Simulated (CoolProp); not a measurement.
Chloromethane (R40) along the isobar 33.6 bar: fugacity coefficient from the reference equation and from simpler models built on Tc = 145.5 °C, pc = 69.29 bar, ω = 0.150; each cubic takes its own stable root.

Values from CoolProp's reference Helmholtz-energy equation of state, Thol 2014.

```
T (°C)  phase  reference  Soave-Redlich-Kwong  Peng-Robinson
------  -----  ---------  -------------------  -------------
137.75    gas     0.8165               0.8292         0.8140
144.55    gas     0.8263               0.8379         0.8228
151.45    gas     0.8356               0.8462         0.8312
158.35    gas     0.8442               0.8540         0.8391
165.15    gas     0.8521               0.8612         0.8465
172.05    gas     0.8596               0.8682         0.8535
178.85    gas     0.8666               0.8746         0.8601
185.75    gas     0.8732               0.8808         0.8664
192.55    gas     0.8793               0.8865         0.8723
199.45    gas     0.8852               0.8921         0.8780
206.25    gas     0.8906               0.8972         0.8833
213.15    gas     0.8958               0.9022         0.8884
219.95    gas     0.9007               0.9068         0.8932
226.85    gas     0.9053               0.9113         0.8978
```
